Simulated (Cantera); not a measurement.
An isothermal, constant-pressure homogeneous reactor starts with CH4 : CO2 = 1 : 3.1 (molar parts), at 2048 K and 13300 Pa.

Model: GRI-Mech 3.0 (53 species, 325 reactions), integrated in Cantera.

One state of this run: x CH4 = 4.12e-12; x CO2 = 0.153; x CH2 = <1e-12; x CO = 0.518; x HO2 = 5.63e-10. x: mole fraction; the columns are a selection and need not sum to one.

Problem. Which value of t (s) does it belong to?
A. 0.00245
B. 0.0699
C. 0.214
D. 0.122

Solution. C, 0.214
